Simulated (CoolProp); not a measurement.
Propylene at 493.19 K and 15 MPa flows at 0.069 m/s in a round tube of 100 mm bore and 1.5 µm roughness, fully developed (64/Re and Nu = 3.66 if laminar; Colebrook and Gnielinski if turbulent). Each further row changes one setting.

Values from CoolProp's reference Helmholtz-energy equation of state, Lemmon 2013.

```json
[
 {"case": "as stated", "Reynolds number": "?", "Darcy friction factor": "0.0208", "pressure drop (Pa/m)": "?", "heat-transfer coefficient (W/(m² K))": "105", "mass flow (kg/h)": "425"},
 {"case": "velocity 0.138 m/s", "Reynolds number": "103000", "Darcy friction factor": "0.0180", "pressure drop (Pa/m)": "?", "heat-transfer coefficient (W/(m² K))": "?", "mass flow (kg/h)": "851"},
 {"case": "diameter 200 mm", "Reynolds number": "103000", "Darcy friction factor": "0.0179", "pressure drop (Pa/m)": "0.0465", "heat-transfer coefficient (W/(m² K))": "92.0", "mass flow (kg/h)": "1700"}
]
```

### Question
Fill in the missing entries.

### Answer

- as stated, Reynolds number: 51300
- as stated, pressure drop (Pa/m): 0.108
- velocity 0.138 m/s, pressure drop (Pa/m): 0.373
- velocity 0.138 m/s, heat-transfer coefficient (W/(m² K)): 184

Viscosity comes from a separate model (Huber 2003), an estimate that may be off by 10 % or more. Thermal conductivity comes from a separate model (Huber 2003), an estimate that may be off by 10 % or more.
